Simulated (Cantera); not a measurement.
Input (Python, Cantera):

```python
import numpy as np
import cantera as ct

gas = ct.Solution("gri30.yaml")
gas.TPX = 975, 86000, {'H2': 0.34, 'O2': 1, 'N2': 0.8}
reactor = ct.IdealGasConstPressureReactor(gas, energy="off", clone=False)
net = ct.ReactorNet([reactor])
net.rtol, net.atol = 1e-08, 1e-18
show = ['H2', 'O2', 'H', 'HO2', 'OH', 'NO']
times = np.geomspace(0.0003, 2, 13)

steps = ct.SolutionArray(gas, extra=["t"])
rows = []
print(f"{'t/s':>10s}{'T/K':>9s}{'P/Pa':>11s}" + "".join(f"{s:>11s}" for s in show))
for t in times:
    while net.time < t:
        t_next = net.step()
        steps.append(gas.state, t=t_next)
    rows.append([np.interp(t, steps.t, y) for y in (steps.T, steps.P, *steps(*show).X.T)])
    print(f"{t:10.3e}{rows[-1][0]:9.1f}{rows[-1][1]:11.4g}" + "".join(f"{x:11.3e}" for x in rows[-1][2:]))
rate = np.gradient(steps.T, steps.t)
print("integrator steps:", len(steps.t))
if steps.T.max() > steps.T[0] + 200:
    print(f"time of steepest temperature rise: {steps.t[rate.argmax()]:.4e} s")
gas.TPX = 975, 86000, {'H2': 0.34, 'O2': 1, 'N2': 0.8}
gas.equilibrate("TP")
print(f"equilibrium (TP): T = {gas.T:.1f} K  " + "  ".join(f"{s} {gas[s].X[0]:.3e}" for s in show))
```

Output:

```
       t/s      T/K       P/Pa         H2         O2          H        HO2         OH         NO
 3.000e-04    975.0    8.6e+04  1.062e-01  4.511e-01  1.069e-03  3.395e-04  5.666e-04  1.337e-08
 6.249e-04    975.0    8.6e+04  8.079e-02  4.445e-01  5.767e-07  1.597e-04  3.641e-07  6.344e-09
 1.301e-03    975.0    8.6e+04  8.055e-02  4.445e-01  5.196e-07  8.903e-05  2.983e-07  3.368e-09
 2.711e-03    975.0    8.6e+04  7.998e-02  4.443e-01  6.287e-07  9.520e-05  3.711e-07  3.639e-09
 5.646e-03    975.0    8.6e+04  7.844e-02  4.438e-01  8.446e-07  1.098e-04  5.325e-07  4.126e-09
 1.176e-02    975.0    8.6e+04  7.391e-02  4.423e-01  1.124e-06  1.277e-04  8.083e-07  4.600e-09
 2.449e-02    975.0    8.6e+04  6.245e-02  4.389e-01  1.127e-06  1.342e-04  1.039e-06  4.498e-09
 5.102e-02    975.0    8.6e+04  4.229e-02  4.331e-01  7.454e-07  1.180e-04  1.075e-06  3.704e-09
 1.063e-01    975.0    8.6e+04  1.926e-02  4.266e-01  3.041e-07  8.067e-05  9.911e-07  2.562e-09
 2.213e-01    975.0    8.6e+04  5.022e-03  4.227e-01  5.577e-08  3.490e-05  6.995e-07  1.427e-09
 4.610e-01    975.0    8.6e+04  1.083e-03  4.216e-01  5.445e-09  1.062e-05  3.219e-07  7.155e-10
 9.602e-01    975.0    8.6e+04  2.861e-04  4.214e-01  5.920e-10  3.426e-06  1.343e-07  3.740e-10
 2.000e+00    975.0    8.6e+04  9.115e-05  4.213e-01  8.231e-11  1.237e-06  5.784e-08  2.330e-10
integrator steps: 1705
equilibrium (TP): T = 975.0 K  H2 1.175e-11  O2 4.213e-01  H 4.255e-15  HO2 1.318e-09  OH 1.134e-07  NO 2.413e-05
```

Detailed kinetics in Cantera: GRI-Mech 3.0 (53 species, 325 reactions). The temperature is held fixed by assumption; the heat of reaction is taken as removed at once.
